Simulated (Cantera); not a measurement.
What does this Cantera script print?

```python
import numpy as np
import cantera as ct

gas_names = """
    Fe H H2 H2S N NH NH2 NH3 N2 N2H2 N2H4 S SH SN S2 S8
""".split()
cond_names = """
    Fe(a) Fe(c) Fe(d) Fe(L) FeS(a) FeS(b) FeS(c) FeS(L) FeS2(s) S(cr1) S(cr2) S(L)
""".split()


def load(file, names, dense=False):
    # The tables refer to 1 bar. Condensed volumes are neglected.
    table = {s.name: s for s in ct.Species.list_from_file(file)}
    out = []
    for n in names:
        d = dict(table[n].input_data)
        d["thermo"] = dict(d["thermo"], **{"reference-pressure": 1e5})
        if dense:
            d["equation-of-state"] = {"model": "constant-volume", "density": "1e6 g/cm^3"}
        out.append(ct.Species.from_dict(d))
    return out


gas = ct.Solution(thermo="ideal-gas", species=load("nasa_gas.yaml", gas_names))
cond = {s.name: ct.Solution(thermo="fixed-stoichiometry", species=[s], name=s.name)
        for s in load("nasa_condensed.yaml", cond_names, dense=True)}
atoms = {
    'FeS': {'Fe': 1, 'S': 1},
    'H2': {'H': 2},
    'N2': {'N': 2},
}
top_T = {'FeS2(s)': 1010}  # K; cautious upper limits of use, not melting points


def equilibrate(T, P, feed):
    n = {}
    for name, mol in feed.items():
        for a, k in atoms[name].items():
            n[a] = n.get(a, 0.0) + k * mol
    gas.TPX = T, P, n
    mass = sum(n.values()) * gas.mean_molecular_weight
    gas.equilibrate("TP")
    valid = [c for c in cond.values() if c.min_temp <= T <= top_T.get(c.name, c.max_temp)]
    mix = ct.Mixture([(gas, mass / gas.mean_molecular_weight)] + [(c, 0.0) for c in valid])
    mix.T, mix.P = T, P
    mix.equilibrate("TP", solver="vcs", rtol=1e-11, max_steps=5000)
    return mix


results = []
feed = {'FeS': 1, 'H2': 100, 'N2': 2.2}  # mol
P = 13332.2  # Pa
for T in [1023, 1123, 1223, 1323, 1423, 1523, 1623, 1723, 1823, 1923, 2023, 2123]:
    mix = equilibrate(T, P, feed)
    results.append((T, P, feed, dict(zip(mix.species_names, mix.species_moles))))
    x = sorted(zip(gas.X, gas.species_names), reverse=True)
    print(f"T = {T:g} K  P = {P:g} Pa  gas = {mix.phase_moles(0):.4g} mol")
    print("   x: " + "  ".join(f"{s} {v:.3e}" for v, s in x if v > 0.001))
    print("   condensed (mol): " + ("  ".join(f"{mix.phase(i).name} {mix.phase_moles(i):.4g}"
          for i in range(1, mix.n_phases) if mix.phase_moles(i) > 1e-12) or "none"))
```

Output:

```
T = 1023 K  P = 13332.2 Pa  gas = 102.2 mol
   x: H2 9.772e-01  N2 2.152e-02  H2S 1.285e-03
   condensed (mol): Fe(a) 0.1313  FeS(c) 0.8687
T = 1123 K  P = 13332.2 Pa  gas = 102.2 mol
   x: H2 9.759e-01  N2 2.152e-02  H2S 2.593e-03
   condensed (mol): Fe(a) 0.2651  FeS(c) 0.7349
T = 1223 K  P = 13332.2 Pa  gas = 102.2 mol
   x: H2 9.738e-01  N2 2.152e-02  H2S 4.677e-03
   condensed (mol): Fe(c) 0.4784  FeS(c) 0.5216
T = 1323 K  P = 13332.2 Pa  gas = 102.2 mol
   x: H2 9.708e-01  N2 2.153e-02  H2S 7.671e-03
   condensed (mol): Fe(c) 0.7867  FeS(c) 0.2133
T = 1423 K  P = 13332.2 Pa  gas = 102.2 mol
   x: H2 9.687e-01  N2 2.152e-02  H2S 9.674e-03
   condensed (mol): Fe(c) 1
T = 1523 K  P = 13332.2 Pa  gas = 102.2 mol
   x: H2 9.687e-01  N2 2.152e-02  H2S 9.502e-03
   condensed (mol): Fe(c) 0.9998
T = 1623 K  P = 13332.2 Pa  gas = 102.2 mol
   x: H2 9.687e-01  N2 2.152e-02  H2S 9.160e-03
   condensed (mol): Fe(c) 0.9987
T = 1723 K  P = 13332.2 Pa  gas = 102.3 mol
   x: H2 9.685e-01  N2 2.151e-02  H2S 8.583e-03
   condensed (mol): Fe(d) 0.993
T = 1823 K  P = 13332.2 Pa  gas = 102.4 mol
   x: H2 9.678e-01  N2 2.148e-02  H2S 7.754e-03  H 1.167e-03  SH 1.000e-03
   condensed (mol): Fe(L) 0.9687
T = 1923 K  P = 13332.2 Pa  gas = 102.6 mol
   x: H2 9.658e-01  N2 2.144e-02  H2S 6.732e-03  H 2.536e-03  SH 1.529e-03  Fe 1.111e-03
   condensed (mol): Fe(L) 0.886
T = 2023 K  P = 13332.2 Pa  gas = 103.1 mol
   x: H2 9.612e-01  N2 2.135e-02  H2S 5.620e-03  H 5.099e-03  Fe 3.530e-03  SH 2.127e-03
   condensed (mol): Fe(L) 0.6362
T = 2123 K  P = 13332.2 Pa  gas = 104 mol
   x: H2 9.509e-01  N2 2.116e-02  Fe 9.616e-03  H 9.581e-03  H2S 4.513e-03  SH 2.720e-03
   condensed (mol): none
```

Equilibrium computed with Cantera from the NASA thermochemical tables; the gas is ideal and each condensed phase is pure. Metal and sulfide melt together well below either melting point, which pure phases cannot show. Mutual solubility and eutectic melting of coexisting phases are not modelled. FeS: taken at fixed stoichiometry. Gases not in the tables: S3 to S7.
